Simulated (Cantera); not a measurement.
A freely propagating, adiabatic, planar premixed flame of 25.4 % CO, 1.65 % H₂, 4.07 % CH₄, 14.4 % O₂, 54.4 % N₂, unburnt at 350 K and 0.630 bar; mixture-averaged transport, grid criteria slope 0.08 and curve 0.16, no radiation.

Cantera simulation using GRI-Mech 3.0 (53 species, 325 reactions); the numbers are that mechanism's predictions, not measurements. Burning velocities carry a grid error of a few per cent, more on coarse grids.

x: mole fraction of selected species; z is measured from the peak of heat release.

```tsv
z (mm)	T (K)	u (m/s)	x CO	x H₂	x CH₄	x C₂H₂	x NO	x CO₂
-1.51	350	1.08	0.254	0.0165	0.0407	<1e-8	<1e-8	<1e-8
-1.01	350	1.08	0.254	0.0167	0.0407	<1e-8	<1e-8	2.80e-8
-0.755	350	1.08	0.254	0.0169	0.0407	<1e-8	<1e-8	4.72e-7
-0.503	354	1.09	0.254	0.0178	0.0406	<1e-8	<1e-8	2.42e-5
-0.252	570	1.77	0.248	0.0211	0.0372	1.21e-7	6.69e-8	0.00528
-0.126	965	3.00	0.241	0.0233	0.0263	1.12e-6	3.86e-7	0.0193
0	…	4.34	0.231	0.0229	…	…	…	…
0.126	1601	4.93	0.209	0.0178	0.000648	8.78e-7	3.05e-6	0.0821
0.252	1676	5.11	0.187	0.0152	2.51e-5	2.15e-8	5.10e-6	0.110
0.503	1757	5.29	0.163	0.0159	5.71e-8	<1e-8	9.02e-6	0.138
1.01	1841	5.49	0.153	0.0170	<1e-8	<1e-8	…	0.152
2.01	1932	5.73	0.151	0.0166	<1e-8	<1e-8	2.38e-5	0.155
4.02	2028	5.97	0.150	0.0157	<1e-8	<1e-8	3.46e-5	0.159
```

Task: Fill in the missing entries.

Result: 
- 0, T (K): 1398
- 0, x CH₄: 0.00783
- 0, x C₂H₂: 4.33e-6
- 0, x NO: 1.32e-6
- 0, x CO₂: 0.0476
- 1.01, x NO: 1.53e-5
